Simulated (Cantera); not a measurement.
Charge: 1 mol AlBr3, 13 mol H2O, 19 mol H2, held at 1275 K and 0.860 bar.

Equilibrium computed with Cantera from the NASA thermochemical tables; the gas is ideal and each condensed phase is pure. Candidate condensed phases: Al, AlBr3, Al2O3, Br2, H2O; 25 gas species. The numbers say what is thermodynamically allowed, not how fast it happens.

Base state: H2 0.567, H2O 0.343, HBr 0.0895, Br 2.58e-5 (mole fractions); condensed: Al2O3(s).

Task: What changes in the equilibrium state with this change: temperature from 1275 K to 2148.15 K?

Result: 
```
species         before     after
-------------  -------  --------
H2               0.567     0.566
H2O              0.343     0.341
HBr             0.0895    0.0803
Br             2.58e-5   0.00867
H              5.99e-7   0.00339
OH             4.22e-9  0.000262
Al2O3(s), mol    0.500     0.500
```
Gases not in the tables: Al(OH)3.
